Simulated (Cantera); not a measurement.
An isothermal, constant-pressure homogeneous reactor starts with 67.4 % CH4, 31.7 % H2O, 0.877 % N2, at 1800 K and 29.0 bar.

Detailed kinetics in Cantera: GRI-Mech 3.0 (53 species, 325 reactions). GRI-Mech 3.0 stops at C3 and has no aromatics, soot or wall deposition, so with more carbon than oxygen in the feed, carbon stays in small species such as C2H2 where larger ones or solid carbon would form. The pressure lies above the range GRI-Mech 3.0 was tuned for (to about 10 atm).

x: mole fraction; the columns are a selection and need not sum to one.

| t (s) | x CH4 | x H2O | x CH2CO | x C2H2 | x C2H |
|---|---|---|---|---|---|
| 2.00e-5 | 0.633 | 0.313 | 2.20e-7 | 0.000931 | 9.88e-10 |
| 0.000103 | 0.483 | 0.287 | 1.73e-5 | 0.0308 | 2.93e-8 |
| 0.000528 | (withheld) | (withheld) | 4.35e-5 | (withheld) | (withheld) |
| 0.00271 | 0.172 | (withheld) | 4.20e-5 | (withheld) | (withheld) |
| 0.0139 | 0.171 | 0.139 | 2.34e-5 | 0.0790 | 6.50e-8 |
| 0.0717 | 0.155 | 0.0487 | 8.86e-6 | 0.0414 | 3.16e-8 |
| 0.368 | 0.136 | 0.00298 | 5.45e-6 | 0.0254 | 1.86e-8 |
| 1.89 | 0.135 | 6.29e-5 | 5.30e-6 | 0.0245 | 1.79e-8 |
| 9.73 | 0.135 | 6.29e-5 | 5.30e-6 | 0.0245 | 1.79e-8 |
| 50.0 | 0.135 | 6.29e-5 | 5.30e-6 | 0.0245 | 1.79e-8 |

Problem. What belongs in the gaps?

Solution. 
- 0.000528, x CH4: 0.261
- 0.000528, x H2O: 0.240
- 0.000528, x C2H2: 0.0973
- 0.000528, x C2H: 8.28e-8
- 0.00271, x H2O: 0.204
- 0.00271, x C2H2: 0.109
- 0.00271, x C2H: 9.48e-8
